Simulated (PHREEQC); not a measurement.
Make-up at 25 °C: 0.78 mol/kgw CaBr2 and 0.039 mol/kgw SrCl2. Closed to the air; pH follows from the charge balance.

All values are PHREEQC results (Pitzer model, pitzer.dat), not measurements.

```yaml
ionic_strength: 2.46 mol/kgw
activity_of_water: 0.954
density: 1.126 g/cm³
osmotic_coefficient: 1.059
```

```tsv
species	molality	activity	log γ
Br-	1.56	0.997	-0.195
Ca+2	0.780	0.304	-0.409
Cl-	0.0780	0.0445	-0.244
Sr+2	0.0390	0.0137	-0.454
OH-	2.39e-7	2.91e-8	-0.914
H+	2.39e-7	3.31e-7	0.142
```

This is a speciation only: nothing precipitates in the calculation. Complexes and solids missing from the database can't appear.
